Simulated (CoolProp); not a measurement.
Vapour-liquid equilibrium of neopentane (1) + n-pentane (2) at 106.05 °C; x and y are mole fractions of (1).

The numbers come from the multi-fluid Helmholtz-energy mixture model, Lemmon 2006 and Thol 2019; pair parameters Bell 2016 in CoolProp.

Q: Give the bubble pressure and the first vapour's composition at x = 0.05, 0.5, 0.8. Is there an azeotrope?

A: x = 0.05: 705.6 kPa, y = 0.080; x = 0.5: 960.7 kPa, y = 0.614; x = 0.8: 1137 kPa, y = 0.860. No azeotrope shows between x = 0.05 and 0.95.

The pair parameters rest on a limited set of measurements; away from them the model extrapolates.
